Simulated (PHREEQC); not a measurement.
**Metal-bearing waste water**

Solution (90 °C): 1 mmol/kgw FeSO4, 0.27 mmol/kgw ZnCl2 and 0.086 mmol/kgw Na2SO4. Closed to the air; pH follows from the charge balance.

Computed with PHREEQC (ion-association model, wateq4f.dat).

| Item | Result |
|---|---|
| pH | 5.40 |
| ionic strength | 0.00419 mol/kgw |

```json
[
 {"species": "SO4-2", "molality": "0.000867", "activity": "0.000633", "log γ": "-0.137"},
 {"species": "Fe+2", "molality": "0.000817", "activity": "0.000601", "log γ": "-0.134"},
 {"species": "Cl-", "molality": "0.000537", "activity": "0.000495", "log γ": "-0.035"},
 {"species": "Zn+2", "molality": "0.000227", "activity": "0.000167", "log γ": "-0.134"},
 {"species": "FeSO4", "molality": "0.000179", "activity": "0.000179", "log γ": "0.000"},
 {"species": "Na+", "molality": "0.000171", "activity": "0.000158", "log γ": "-0.034"},
 {"species": "ZnSO4", "molality": "3.73e-5", "activity": "3.73e-5", "log γ": "0.000"},
 {"species": "H+", "molality": "4.28e-6", "activity": "3.98e-6", "log γ": "-0.032"},
 {"species": "ZnOH+", "molality": "2.85e-6", "activity": "2.63e-6", "log γ": "-0.035"},
 {"species": "FeOH+", "molality": "2.79e-6", "activity": "2.57e-6", "log γ": "-0.034"},
 {"species": "ZnCl+", "molality": "2.54e-6", "activity": "2.34e-6", "log γ": "-0.035"},
 {"species": "HSO4-", "molality": "1.45e-6", "activity": "1.34e-6", "log γ": "-0.034"},
 {"species": "NaSO4-", "molality": "7.61e-7", "activity": "7.04e-7", "log γ": "-0.034"},
 {"species": "FeCl+", "molality": "4.44e-7", "activity": "4.11e-7", "log γ": "-0.034"},
 {"species": "Zn(SO4)2-2", "molality": "1.76e-7", "activity": "1.27e-7", "log γ": "-0.139"}
]
```

Precipitation was switched off in this run. Away from 25 °C the constants follow the database's enthalpies or fits; those with neither stay at their 25 °C values.
